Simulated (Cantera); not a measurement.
Cantera run:

```python
import numpy as np
import cantera as ct

gas_names = [...]  # 136 gases of nasa_gas.yaml made of C, H, N, O
cond_names = """
    C(gr) C6H6(L) C7H8(L) C8H18(L),n-octa H2O(s) H2O(L)
""".split()


# ... load() reads the species with a 1 bar reference pressure and builds the phases ...
atoms = {
    'C3H6': {'C': 3, 'H': 6},
    'H2O': {'H': 2, 'O': 1},
    'NH3': {'N': 1, 'H': 3},
}
top_T = {'C(gr)': 4500}  # K; cautious upper limits of use, not melting points


# ... equilibrate(T, P, feed) seeds the gas with the atoms and calls Mixture.equilibrate('TP', solver="vcs", rtol=1e-11, max_steps=5000) ...
results = []
feed = {'C3H6': 1, 'H2O': 0.13, 'NH3': 0.13}  # mol
P = 133.322  # Pa
for T in [1950, 2050, 2150, 2250, 2350, 2450, 2550]:
    mix = equilibrate(T, P, feed)
    results.append((T, P, feed, dict(zip(mix.species_names, mix.species_moles))))

top = {s: max(r[3][s] / sum(r[3][g] for g in gas_names) for r in results) for s in gas_names}
cols = sorted((s for s in top if top[s] > 1e-06), key=lambda s: -top[s])[:7]
seen = [c for c in cond_names if any(r[3].get(c, 0) > 1e-12 for r in results)]
print("log10 of partial pressures in bar; condensed amounts in mol")
print(f"{'T/K':>10s}" + "".join(f"{s[:9]:>10s}" for s in cols + seen))
for T, P, feed, n in results:
    ng = sum(n[g] for g in gas_names)
    print(f"{T:10.4g}" + "".join(f"{np.log10(max(n[s] / ng * P / 1e5, 1e-99)):10.3f}" for s in cols)
          + "".join(f"{n.get(c, 0):10.4g}" for c in seen))
```

Output:

```
log10 of partial pressures in bar; condensed amounts in mol
       T/K        H2         H        CO        N2 C2H2,acet       HCN        C3     C(gr)
      1950    -2.914    -4.398    -4.314    -4.635    -6.176    -5.694   -11.106     2.861
      2050    -2.928    -4.108    -4.321    -4.651    -5.902    -5.537   -10.036     2.855
      2150    -2.952    -3.851    -4.331    -4.674    -5.664    -5.406    -9.067     2.846
      2250    -2.990    -3.624    -4.348    -4.706    -5.466    -5.300    -8.187     2.834
      2350    -3.051    -3.430    -4.373    -4.749    -5.309    -5.223    -7.384     2.818
      2450    -3.141    -3.267    -4.406    -4.802    -5.200    -5.177    -6.649     2.798
      2550    -3.267    -3.140    -4.447    -4.863    -5.143    -5.162    -5.973     2.768
```

Method: chemical equilibrium by Gibbs-energy minimisation in Cantera with the NASA 1993 tables (ideal gas, pure condensed phases).
